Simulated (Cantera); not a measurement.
Mixture: CH₃OH : O₂ : N₂ : H₂O = 1 : 2.94 : 15.3 : 0.94 (molar parts), at 825 Torr, adiabatic and at constant volume. Ignition delay is the time to a rise of 400 K.

Model: GRI-Mech 3.0 (53 species, 325 reactions), integrated in Cantera. GRI-Mech 3.0 was tuned for natural gas; its chemistry of methanol as a main component is partial and can be far from experiment.

Problem. What does this change do: pressure from 825 Torr to 3750 Torr?

Solution. 
```json
[
 {"quantity": "delay at 1075 K", "before": "97.7 ms", "after": "29.8 ms"},
 {"quantity": "delay at 1175 K", "before": "14.6 ms", "after": "4.29 ms"},
 {"quantity": "delay at 1275 K", "before": "3.03 ms", "after": "0.858 ms"},
 {"quantity": "delay at 1375 K", "before": "0.832 ms", "after": "0.228 ms"},
 {"quantity": "apparent activation energy between 1325 and 1425 K", "before": "180 kJ/mol", "after": "190 kJ/mol"}
]
```
